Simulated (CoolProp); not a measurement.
Saturation properties of isobutene.

Computed with CoolProp (reference Helmholtz-energy equation of state, Lemmon 2005). It is a short technical equation, of lower accuracy than the large ones.

```csv
T (K),p (MPa),liquid density (kg/m³),enthalpy of vaporisation (kJ/kg),liquid cp (kJ/(kg K)),surface tension (mN/m)
235.8,0.02584,659.9,418.9,2.110,19.6
245.4,0.04154,649.5,410.6,2.143,18.4
254.9,0.06380,639.1,402.1,2.178,17.1
264.5,0.09496,628.4,393.2,2.217,15.9
274,0.1364,617.5,384.1,2.258,14.7
283.5,0.1907,606.3,374.5,2.302,13.5
293.1,0.2609,594.7,364.4,2.351,12.3
302.6,0.3482,582.8,353.9,2.402,11.2
312.1,0.4559,570.5,342.7,2.459,10.1
321.7,0.5882,557.4,330.6,2.522,8.97
```

It boils at 266.1 K under 1 atm.

Surface tension comes from a separate correlation (Mulero 2012).
